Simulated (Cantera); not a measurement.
A perfectly stirred reactor is fed with NO : N2 = 1 : 0.069 (molar parts), at 170000 Pa; it is held at 1600 K, and followed from long to short residence time.

Computed with Cantera and GRI-Mech 3.0 (53 species, 325 reactions).

One state of this run: x NO = 0.681; x N2O = 0.000172; x NO2 = 0.00278; x O2 = 0.125; x N2 = 0.191; x O = 4.07e-6. x: mole fraction; the columns are a selection and need not sum to one.

**Question.** Which value of τ (s) does it belong to?
(A) 0.0061
(B) 5.1
(C) 0.019
(D) 0.54

**Answer.** B, 5.1
